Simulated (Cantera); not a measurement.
## Premixed flame

A freely propagating, adiabatic, planar premixed flame of H₂ : O₂ : N₂ = 1 : 0.208 : 0.783 (molar parts), unburnt at 675 K and 1000000 Pa; mixture-averaged transport, grid criteria slope 0.08 and curve 0.16, no radiation.

Detailed kinetics in Cantera: the H2/O2 subset of GRI-Mech 3.0, which has no nitrogen chemistry. The hydrogen kinetics of GRI-Mech 3.0 are dated; newer H2 mechanisms differ, most at raised pressure. Burning velocities carry a grid error of a few per cent, more on coarse grids.

```tsv
z (mm)	T (K)	u (m/s)	x H₂	x O₂	x H₂O	x H	x HO₂	x H₂O₂
-0.0794	675	9.88	0.502	0.104	<1e-8	<1e-8	<1e-8	<1e-8
-0.0530	675	9.88	0.502	0.104	8.10e-8	<1e-8	1.88e-8	<1e-8
-0.0397	675	9.89	0.502	0.104	6.65e-7	<1e-8	1.83e-7	<1e-8
-0.0265	677	9.90	0.501	0.105	1.93e-5	5.71e-8	7.60e-6	9.61e-8
-0.0132	758	10.9	0.488	0.105	0.00388	0.000239	0.000855	2.46e-5
-0.00662	1045	14.5	0.452	0.0951	0.0328	0.00446	0.000869	6.45e-5
0	1425	19.4	0.393	0.0662	0.0965	0.0189	0.000441	2.24e-5
0.00662	1694	22.8	0.340	0.0319	0.163	0.0346	0.000198	4.31e-6
0.0132	1838	24.7	0.314	0.0123	0.201	0.0412	7.37e-5	2.19e-6
0.0265	1958	26.2	0.303	0.00194	0.222	0.0388	1.10e-5	7.79e-7
0.0530	2051	27.3	0.308	0.000154	0.228	0.0289	9.73e-7	2.79e-7
0.106	2127	28.1	0.314	2.68e-5	0.230	0.0188	2.43e-7	1.27e-7
0.212	2180	28.7	0.319	9.70e-6	0.232	0.0113	8.96e-8	5.54e-8
```
x: mole fraction of selected species; z is measured from the peak of heat release.

```yaml
laminar_burning_velocity: 988 cm/s
thermal_thickness: 0.0265 mm
peak x(H): 0.0417
peak x(HO₂): 0.00111
peak x(H₂O₂): 6.50e-5
grid_points: 116
```
